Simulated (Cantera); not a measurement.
What does this Cantera script print?

```python
import numpy as np
import cantera as ct

gas = ct.Solution("gri30.yaml")


def delay(T, t_max=10):
    gas.TPX = T, 1000000, {'C3H8': 1, 'O2': 2.5, 'N2': 15.2, 'CO2': 1.2}
    reactor = ct.IdealGasConstPressureReactor(gas, clone=False)
    net = ct.ReactorNet([reactor])
    net.rtol, net.atol = 1e-8, 1e-16
    while net.time < t_max:
        t_old, T_old = net.time, reactor.T
        net.step()
        if reactor.T > T + 400:  # ignition: a rise of 400 K
            return t_old + (T + 400 - T_old) / (reactor.T - T_old) * (net.time - t_old)
    return np.nan


taus = []
for T in [1300, 1375, 1450, 1525, 1600, 1675]:
    taus.append(delay(T))
    print(f"T0 = {T:6g} K   tau = {taus[-1]:.4e} s")
```

Output:

```
T0 =   1300 K   tau = 4.5875e-04 s
T0 =   1375 K   tau = 1.4779e-04 s
T0 =   1450 K   tau = 5.6167e-05 s
T0 =   1525 K   tau = 2.4994e-05 s
T0 =   1600 K   tau = 1.2810e-05 s
T0 =   1675 K   tau = 7.4074e-06 s
```

Computed with Cantera and GRI-Mech 3.0 (53 species, 325 reactions). GRI-Mech 3.0 was tuned for natural gas; its chemistry of propane as a main component is partial and can be far from experiment.
